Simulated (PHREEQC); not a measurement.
Dissolve 130 mmol/kgw HF, 160 mmol/kgw KF and 2.2 mmol/kgw H3PO4 at 5 °C. Closed to the air; pH follows from the charge balance.

Model: ion-association model, phreeqc.dat, run in PHREEQC.

No solid was allowed to form.

Problem. Order these F species by the share of F that they hold, largest first: F-, HF, HF2-.

Solution. F- (42 %), HF (33 %), HF2- (25 %)

The pH is 2.99 and the ionic strength 0.161 mol/kgw. At this temperature some constants are extrapolated from 25 °C, and those without enthalpy data are left unchanged.
